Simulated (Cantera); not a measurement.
What does this Cantera script print?

```python
import numpy as np
import cantera as ct

gas_names = """
    CL CLO CL2 Mg MgCL MgCL2 MgN MgO Mg2 N NO NO2 NO3 N2 N2O O O2 O3
""".split()
cond_names = """
    Mg(cr) Mg(L) MgCL2(s) MgCL2(L) MgO(s) MgO(L)
""".split()


# ... load() reads the species with a 1 bar reference pressure and builds the phases ...
atoms = {
    'MgO': {'Mg': 1, 'O': 1},
    'Cl2': {'CL': 2},
    'N2': {'N': 2},
}
top_T = {}  # K; cautious upper limits of use, not melting points


# ... equilibrate(T, P, feed) seeds the gas with the atoms and calls Mixture.equilibrate('TP', solver="vcs", rtol=1e-11, max_steps=5000) ...
results = []
feed = {'MgO': 1, 'Cl2': 19, 'N2': 0.81}  # mol
P = 760  # Pa
for T in [1125, 1225, 1325, 1425, 1525, 1625, 1725]:
    mix = equilibrate(T, P, feed)
    results.append((T, P, feed, dict(zip(mix.species_names, mix.species_moles))))

top = {s: max(r[3][s] / sum(r[3][g] for g in gas_names) for r in results) for s in gas_names}
cols = sorted((s for s in top if top[s] > 1e-05), key=lambda s: -top[s])[:6]
seen = [c for c in cond_names if any(r[3].get(c, 0) > 1e-12 for r in results)]
print("log10 of partial pressures in bar; condensed amounts in mol")
print(f"{'T/K':>10s}" + "".join(f"{s[:9]:>10s}" for s in cols + seen))
for T, P, feed, n in results:
    ng = sum(n[g] for g in gas_names)
    print(f"{T:10.4g}" + "".join(f"{np.log10(max(n[s] / ng * P / 1e5, 1e-99)):10.3f}" for s in cols)
          + "".join(f"{n.get(c, 0):10.4g}" for c in seen))
```

Output:

```
log10 of partial pressures in bar; condensed amounts in mol
       T/K       CL2        CL     MgCL2        N2        O2       CLO
      1125    -2.182    -3.779    -3.432    -3.523    -3.733    -6.984
      1225    -2.202    -3.315    -3.441    -3.533    -3.742    -6.612
      1325    -2.249    -2.936    -3.461    -3.553    -3.763    -6.318
      1425    -2.342    -2.635    -3.499    -3.591    -3.801    -6.101
      1525    -2.507    -2.415    -3.554    -3.646    -3.857    -5.967
      1625    -2.760    -2.276    -3.613    -3.705    -3.918    -5.908
      1725    -3.085    -2.203    -3.658    -3.751    -3.965    -5.904
```

Method: chemical equilibrium by Gibbs-energy minimisation in Cantera with the NASA 1993 tables (ideal gas, pure condensed phases).
